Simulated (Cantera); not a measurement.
A closed system holds: 1 mol AlCl3, 9.7 mol N2O, 16 mol N2, equilibrated at 750 Torr.

These are equilibrium values from Cantera (NASA tables, ideal gas, pure condensed phases), not measurements of a reactor. Candidate condensed phases: Al, AlCl3, AlN, Al2O3; 24 gas species. Kinetics and transport are ignored. All values below are at 1452 °C.

Base state: N2 0.805, O2 0.127, Cl 0.0368, Cl2 0.0283, NO 0.00251, ClO 0.000251, AlCl3 0.000114, O 2.07e-5 (mole fractions); condensed: Al2O3(s).

**Question.** What changes in the equilibrium state with this change: 0.09 mol NH3 added?

**Answer.** 
| species | before | after |
|---|---|---|
| N2 | 0.805 | 0.802 |
| O2 | 0.127 | 0.127 |
| Cl | 0.0368 | 0.0346 |
| HCl | 0 | 0.00839 |
| Cl2 | 0.0283 | 0.0251 |
| AlCl3 | 0.000114 | 9.54e-5 |
| H2O | 0 | 1.66e-5 |
| ClO | 0.000251 | 0.000235 |
| NO | 0.00251 | 0.00250 |
| O | 2.07e-5 | 2.07e-5 |
| Al2O3(s), mol | 0.498 | 0.498 |
Further candidate phases: H2O, NH4Cl.
